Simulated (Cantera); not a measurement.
An isothermal, constant-pressure homogeneous reactor starts with 38.2 % H2, 29.4 % O2, 32.4 % N2, equivalence ratio 0.65, at 1400 K and 14000 Pa.

Model: the H2/O2 subset of GRI-Mech 3.0, which has no nitrogen chemistry, integrated in Cantera. The temperature is held fixed by assumption; the heat of reaction is taken as removed at once.

One state of this run: x H2 = 2.04e-6; x O2 = 0.127; x H2O2 = 8.56e-9; x HO2 = 8.45e-8; x H = 2.36e-8. x: mole fraction; the columns are a selection and need not sum to one.

Question: Which value of t (s) does it belong to?
A. 1.41
B. 0.0282
C. 0.00399
D. 0.200

Answer: D, 0.200
